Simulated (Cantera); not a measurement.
A closed system holds: 1 mol C₃H₆, 1 mol NH₃, held at 35.3 Torr.

These are equilibrium values from Cantera (NASA tables, ideal gas, pure condensed phases), not measurements of a reactor. Candidate condensed phases: C, C₆H₆, C₇H₈, C₈H₁₈; 110 gas species. Ions and electrons are included (thermal ionisation). Equilibrium is a limit: real reactors are often held back by kinetics, nucleation or transport.

Task: At 3227 °C, list the 6 most abundant gas species with their mole fractions, and the condensed phases.

Result: H 0.740, H₂ 0.0738, C₃ 0.0614, N₂ 0.0367, C 0.0292, CN 0.0155. Condensed: gas only.
